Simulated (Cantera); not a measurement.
An adiabatic, constant-volume homogeneous reactor starts with 11.0 % CO, 14.3 % H2, 1.21 % CH4, 8.86 % O2, 64.6 % N2, equivalence ratio 1.7, at 1475 K and 28.6 atm.

Model: GRI-Mech 3.0 (53 species, 325 reactions), integrated in Cantera. The pressure lies above the range GRI-Mech 3.0 was tuned for (to about 10 atm).

### Question
Predict: time of steepest temperature rise; temperature at 2.00 s; equilibrium temperature; x(CO) at 2.00 s; x(H2) at 2.00 s; x(N2O) at 2.00 s; x(HO2) at 2.00 s.

### Answer
```json
{
  "time_of_steepest_temperature_rise": "2.53 µs",
  "temperature at 2.00 s": "2863 K",
  "equilibrium_temperature": "2863 K",
  "x(CO) at 2.00 s": "0.0905 (gas-phase equilibrium 0.0905)",
  "x(H2) at 2.00 s": "0.0428 (gas-phase equilibrium 0.0428)",
  "x(N2O) at 2.00 s": "3.71e-7 (gas-phase equilibrium 3.71e-7)",
  "x(HO2) at 2.00 s": "4.20e-7 (gas-phase equilibrium 4.20e-7)"
}
```
